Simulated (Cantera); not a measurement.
Source: NASA polynomial tables (part measured, part estimated), evaluated in Cantera. Values are per mole of reaction as written; species without (g) are pure solids or liquids, kept so even where they would boil at 1 bar. TaC: taken at fixed stoichiometry.

6 OH(g) + 3 TaC → 3 TaO2(g) + CH4(g) + C2H2(g)

```json
[
 {"T (K)": "2275", "ΔH° (kJ)": "-323.1", "ΔS° (J/K)": "-89.4", "ΔG° (kJ)": "-119.6", "log10 K": "2.75"},
 {"T (K)": "2325", "ΔH° (kJ)": "?", "ΔS° (J/K)": "?", "ΔG° (kJ)": "?", "log10 K": "?"},
 {"T (K)": "2375", "ΔH° (kJ)": "-326.6", "ΔS° (J/K)": "-91.0", "ΔG° (kJ)": "-110.6", "log10 K": "2.43"},
 {"T (K)": "2425", "ΔH° (kJ)": "-328.5", "ΔS° (J/K)": "-91.7", "ΔG° (kJ)": "-106.1", "log10 K": "2.28"},
 {"T (K)": "2475", "ΔH° (kJ)": "?", "ΔS° (J/K)": "?", "ΔG° (kJ)": "?", "log10 K": "?"},
 {"T (K)": "2525", "ΔH° (kJ)": "-332.2", "ΔS° (J/K)": "-93.2", "ΔG° (kJ)": "-96.8", "log10 K": "2.00"},
 {"T (K)": "2575", "ΔH° (kJ)": "-334.2", "ΔS° (J/K)": "-94.0", "ΔG° (kJ)": "-92.1", "log10 K": "1.87"},
 {"T (K)": "2625", "ΔH° (kJ)": "-336.2", "ΔS° (J/K)": "-94.8", "ΔG° (kJ)": "-87.4", "log10 K": "1.74"},
 {"T (K)": "2675", "ΔH° (kJ)": "-338.2", "ΔS° (J/K)": "-95.5", "ΔG° (kJ)": "-82.7", "log10 K": "1.61"},
 {"T (K)": "2725", "ΔH° (kJ)": "-340.3", "ΔS° (J/K)": "-96.3", "ΔG° (kJ)": "-77.9", "log10 K": "1.49"}
]
```

### Question
What belongs in the gaps?

### Answer

- 2325, ΔH° (kJ): -324.9
- 2325, ΔS° (J/K): -90.2
- 2325, ΔG° (kJ): -115.2
- 2325, log10 K: 2.59
- 2475, ΔH° (kJ): -330.3
- 2475, ΔS° (J/K): -92.5
- 2475, ΔG° (kJ): -101.5
- 2475, log10 K: 2.14
